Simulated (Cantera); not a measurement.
**Low-pressure radical oxidation in H2/O2**

An isothermal, constant-pressure homogeneous reactor starts with H₂ : O₂ = 0.039 : 1 (molar parts), equivalence ratio 0.019, at 1400 K and 0.00620 bar.

Cantera simulation using the H2/O2 subset of GRI-Mech 3.0, which has no nitrogen chemistry; the numbers are that mechanism's predictions, not measurements. Radical loss at walls, strong at low pressure, is not modelled. The temperature is held fixed by assumption; the heat of reaction is taken as removed at once.

| t (s) | x H₂ | x O₂ | x H₂O₂ | x H₂O | x O |
|---|---|---|---|---|---|
| 0.000100 | 0.0375 | 0.962 | 1.25e-11 | 6.37e-9 | 2.52e-8 |
| 0.000446 | 0.0375 | 0.962 | 2.37e-10 | 3.47e-7 | 3.89e-7 |
| 0.00199 | 0.0367 | 0.962 | 3.40e-9 | 0.000610 | 0.000467 |
| 0.00888 | 0.000495 | 0.929 | 1.86e-8 | 0.0330 | 0.0291 |
| 0.0396 | 0.000469 | 0.931 | 1.84e-8 | 0.0333 | 0.0274 |
| 0.177 | 0.000370 | 0.938 | 1.74e-8 | 0.0343 | 0.0211 |
| 0.788 | 0.000155 | 0.952 | 1.32e-8 | 0.0363 | 0.00850 |
| 3.52 | 2.16e-5 | 0.960 | 5.35e-9 | 0.0377 | 0.00115 |
| 15.7 | 1.86e-6 | 0.962 | 1.20e-9 | 0.0381 | 9.81e-5 |
| 70.0 | 2.86e-7 | 0.962 | 3.67e-10 | 0.0382 | 1.51e-5 |
x: mole fraction; the columns are a selection and need not sum to one.

Equilibrium at this temperature and pressure: H₂ 2.25e-7, O₂ 0.962, H₂O₂ 3.30e-10, H₂O 0.0382, O 1.19e-5 (gas phase only).
